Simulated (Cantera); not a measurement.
Diamond growth

A diamond (100) surface in a fixed gas of H2 with x(CH4) = 0.003, x(H) = 0.019, at 1325 K, 8.25 Torr; coverages are run to steady state.

Cantera simulation using the Harris–Goodwin 1993 mechanism for the reconstructed diamond (100) surface; the numbers are that mechanism's predictions, not measurements.

```tsv
x(CH3)	growth (µm/h)	θ c6HH	θ c6H*	θ c6*H	θ c6**	θ c6HM
1e-06	0.00230	0.364	0.0520	0.533	0.0509	3.31e-7
2.6e-06	0.00599	0.364	0.0520	0.533	0.0509	8.60e-7
6.8e-06	0.0157	0.364	0.0520	0.533	0.0509	2.25e-6
1.8e-05	0.0415	0.364	0.0520	0.533	0.0509	5.95e-6
4.6e-05	0.106	0.364	0.0520	0.533	0.0509	1.52e-5
0.00012	0.276	0.364	0.0520	0.533	0.0508	3.97e-5
0.00031	0.712	0.364	0.0520	0.533	0.0507	0.000102
0.00081	1.85	0.364	0.0519	0.532	0.0504	0.000267
0.0021	4.72	0.364	0.0519	0.532	0.0496	0.000686
```
θ: site fractions in the mechanism's names (c6HH fully hydrogenated, c6H* and c6*H radical sites, c6** diradical, c6HM methylated).
